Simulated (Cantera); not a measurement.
A Cantera script and what it prints.

```python
import numpy as np
import cantera as ct

gas_names = """
    CL CL2 H HCL H2 N NH NH2 NH3 N2 N2H2 N2H4 Si SiCL SiCL2 SiCL3 SiCL4 SiH SiHCL3 SiH2 SiH2CL2 SiH3
    SiH3CL SiH4 SiN Si2 Si2N Si3
""".split()
cond_names = """
    NH4CL(a) NH4CL(b) Si(cr) Si(L) Si3N4(a)
""".split()


# ... load() reads the species with a 1 bar reference pressure and builds the phases ...
atoms = {
    'Si': {'Si': 1},
    'HCl': {'H': 1, 'CL': 1},
    'N2': {'N': 2},
}
top_T = {'Si3N4(a)': 2400}  # K; cautious upper limits of use, not melting points


# ... equilibrate(T, P, feed) seeds the gas with the atoms and calls Mixture.equilibrate('TP', solver="vcs", rtol=1e-11, max_steps=5000) ...
results = []
feed = {'Si': 1, 'HCl': 4, 'N2': 14}  # mol
P = 280  # Pa
for T in [875, 950, 1025, 1100, 1175, 1250, 1325, 1400, 1475, 1550, 1625]:
    mix = equilibrate(T, P, feed)
    results.append((T, P, feed, dict(zip(mix.species_names, mix.species_moles))))

top = {s: max(r[3][s] / sum(r[3][g] for g in gas_names) for r in results) for s in gas_names}
cols = sorted((s for s in top if top[s] > 1e-06), key=lambda s: -top[s])[:7]
seen = [c for c in cond_names if any(r[3].get(c, 0) > 1e-12 for r in results)]
print("log10 of partial pressures in bar; condensed amounts in mol")
print(f"{'T/K':>10s}" + "".join(f"{s[:9]:>10s}" for s in cols + seen))
for T, P, feed, n in results:
    ng = sum(n[g] for g in gas_names)
    print(f"{T:10.4g}" + "".join(f"{np.log10(max(n[s] / ng * P / 1e5, 1e-99)):10.3f}" for s in cols)
          + "".join(f"{n.get(c, 0):10.4g}" for c in seen))
```

Output:

```
log10 of partial pressures in bar; condensed amounts in mol
       T/K        N2       HCL        H2     SiCL2     SiCL4     SiCL3        CL  Si3N4(a)
       875    -2.656    -3.389    -3.917   -10.033    -4.218    -8.007   -11.734    0.2093
       950    -2.656    -3.372    -3.948    -8.715    -4.250    -7.244   -10.674    0.2177
      1025    -2.657    -3.358    -3.975    -7.594    -4.278    -6.596    -9.768    0.2243
      1100    -2.658    -3.348    -3.997    -6.630    -4.306    -6.040    -8.985    0.2292
      1175    -2.658    -3.342    -4.014    -5.798    -4.342    -5.565    -8.305    0.2307
      1250    -2.659    -3.341    -4.020    -5.088    -4.413    -5.178    -7.715    0.2228
      1325    -2.660    -3.355    -3.998    -4.516    -4.588    -4.919    -7.219     0.191
      1400    -2.661    -3.400    -3.928    -4.121    -4.971    -4.860    -6.833    0.1226
      1475    -2.661    -3.483    -3.828    -3.894    -5.565    -4.995    -6.548   0.03368
      1550    -2.661    -3.519    -3.796    -3.829    -6.102    -5.188    -6.220         0
      1625    -2.662    -3.516    -3.801    -3.821    -6.536    -5.362    -5.871         0
```

Cantera equilibrium calculation (NASA polynomials, part measured and part estimated; ideal gas, pure solids and liquids). N2 is the only nitrogen source here; it is nearly inert below about 1500 K, so the nitride shown seldom forms there in practice. The tables' values for SiCl3, SiCl are old estimates; treat these amounts as uncertain.
